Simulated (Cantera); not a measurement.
A closed system holds: 1 mol SO2, held at 1375 K and 1.33 mbar.

Equilibrium computed with Cantera from the NASA thermochemical tables; the gas is ideal and each condensed phase is pure. Candidate condensed phases: S; 10 gas species. Kinetics and transport are ignored.

Base state: SO2 1.000, SO 0.000139, O2 5.88e-5, SO3 2.10e-5 (mole fractions); condensed: gas only.

Q: What changes in the equilibrium state with this change: temperature from 1375 K to 1625 K?

A: 
| species | before | after |
|---|---|---|
| SO2 | 1.000 | 0.997 |
| SO | 0.000139 | 0.00198 |
| O2 | 5.88e-5 | 0.000972 |
| O | 1.34e-7 | 1.66e-5 |
| SO3 | 2.10e-5 | 2.36e-5 |
